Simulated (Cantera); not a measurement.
Feed: 1 mol SiH4, 1.5 mol O3, at 727 °C and 65.0 Pa.

Cantera equilibrium calculation (NASA polynomials, part measured and part estimated; ideal gas, pure solids and liquids). Kinetics and transport are ignored.

| species | before | after |
|---|---|---|
| H2 | 9.14e-9 | 1.000 |
| H2O | 0.889 | <1e-9 |
| O2 | 0.111 | <1e-9 |
| SiO2(β-quartz), mol | 1.00 | 0.195 |
| Si(s), mol | 0 | 0.805 |
Gas species are given as mole fractions.

Problem. What was changed between the two runs?
(A) temperature from 727 °C to 1652 °C
(B) O3 from 1.5 to 0.13 mol
(C) temperature from 727 °C to 1475 °C
(D) temperature from 727 °C to 1375 °C

Solution. B, O3 from 1.5 to 0.13 mol
